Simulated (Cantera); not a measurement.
Charge: 1 mol TEOS, 8.9 mol O₃, equilibrated at 400 °C and 0.900 bar.

Equilibrium computed with Cantera from the NASA thermochemical tables; the gas is ideal and each condensed phase is pure. Candidate condensed phases: C, C₆H₆, C₇H₈, C₈H₁₈, H₂O, Si, SiC, SiO₂; 123 gas species. The feed counts by its element totals alone. The numbers say what is thermodynamically allowed, not how fast it happens.

Base state: H₂O 0.517, CO₂ 0.413, O₂ 0.0698 (mole fractions); condensed: SiO₂(α-quartz).

Q: What changes in the equilibrium state with this change: O₃ from 8.9 to 0.59 mol?

A: 
| species | before | after |
|---|---|---|
| CH₄ | <1e-9 | 0.392 |
| H₂O | 0.517 | 0.375 |
| H₂ | <1e-9 | 0.169 |
| CO₂ | 0.413 | 0.0617 |
| O₂ | 0.0698 | <1e-9 |
| CO | <1e-9 | 0.00228 |
| SiO₂(α-quartz), mol | 1.00 | 1.00 |
| C(graphite), mol | 0 | 4.57 |
